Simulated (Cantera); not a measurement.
Feed: 1 mol Si3N4, 0.037 mol H2O, 1.2 mol N2, equilibrated at 0.000975 Torr.

Equilibrium computed with Cantera from the NASA thermochemical tables; the gas is ideal and each condensed phase is pure. Candidate condensed phases: H2O, Si, SiO2, Si2N2O, Si3N4; 35 gas species. Kinetics and transport are ignored.

Task: What share of the Si ends up in condensed phases as a function of T (°C), at 1175, 1275, 1375, 1475, 1575, 1675, 1775?

Result: 
| T (°C) | Si condensed (%) | as |
|---|---|---|
| 1175 | 98.5 | Si(s) |
| 1275 | 96.0 | Si(s) |
| 1375 | 71.3 | Si(s) |
| 1475 | 0.0 | - |
| 1575 | 0.0 | - |
| 1675 | 0.0 | - |
| 1775 | 0.0 | - |
